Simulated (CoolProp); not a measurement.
Ethylene at several states: Z from the reference equation and from simpler models built on Tc = 282.4 K, pc = 50.42 bar, ω = 0.087; each cubic takes its own stable root.

Computed with CoolProp (reference Helmholtz-energy equation of state, Smukala 2000).

```json
[
 {"T (K)": "184.7", "p (bar)": "0.911", "phase": "gas", "reference": "0.9775"},
 {"T (K)": "305.4", "p (bar)": "2.53", "phase": "gas", "reference": "0.9866"},
 {"T (K)": "199.6", "p (bar)": "227", "phase": "liquid", "reference": "0.6968"},
 {"T (K)": "357", "p (bar)": "25.3", "phase": "gas", "reference": "0.9175"}
]
```

How far does each simpler model (Redlich-Kwong, Peng-Robinson) lie from the reference over these 4 states: mean and median of the absolute difference, and the worst?


- Redlich-Kwong: mean 0.9 %, median 0.3 %, worst +3.0 % at 199.6 K and 227 bar
- Peng-Robinson: mean 2.6 %, median 0.8 %, worst -8.6 % at 199.6 K and 227 bar
